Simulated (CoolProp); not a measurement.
A single-stage vapour-compression cycle with R1224YDZ: evaporating at 301.15 K (dew point), condensing at 371.15 K (bubble point), superheat 5 K, subcooling 8 K, compressor efficiency 0.75, no pressure losses. Each further row changes one setting.

Model: reference Helmholtz-energy equation of state, Akasaka 2023, in CoolProp.

```json
[
 {"case": "as stated", "cooling COP": "2.23", "pressure ratio": "6.77", "discharge temperature (K)": "372.2", "refrigerating effect (kJ/kg)": "90.6", "volumetric capacity (kJ/m³)": "923"},
 {"case": "evaporating temperature 306.15 K", "cooling COP": "2.53", "pressure ratio": "5.71", "discharge temperature (K)": "…", "refrigerating effect (kJ/kg)": "93.9", "volumetric capacity (kJ/m³)": "1120"},
 {"case": "condensing temperature 366.15 K", "cooling COP": "2.53", "pressure ratio": "6.06", "discharge temperature (K)": "367.7", "refrigerating effect (kJ/kg)": "97.2", "volumetric capacity (kJ/m³)": "990"},
 {"case": "subcooling 13 K", "cooling COP": "2.39", "pressure ratio": "6.77", "discharge temperature (K)": "372.2", "refrigerating effect (kJ/kg)": "97.2", "volumetric capacity (kJ/m³)": "990"},
 {"case": "superheat 15 K", "cooling COP": "…", "pressure ratio": "6.77", "discharge temperature (K)": "381.7", "refrigerating effect (kJ/kg)": "98.9", "volumetric capacity (kJ/m³)": "968"},
 {"case": "compressor efficiency 0.65", "cooling COP": "…", "pressure ratio": "6.77", "discharge temperature (K)": "…", "refrigerating effect (kJ/kg)": "90.6", "volumetric capacity (kJ/m³)": "923"}
]
```

What belongs in the gaps?


- evaporating temperature 306.15 K, discharge temperature (K): 372.0
- superheat 15 K, cooling COP: 2.31
- compressor efficiency 0.65, cooling COP: 1.93
- compressor efficiency 0.65, discharge temperature (K): 377.8
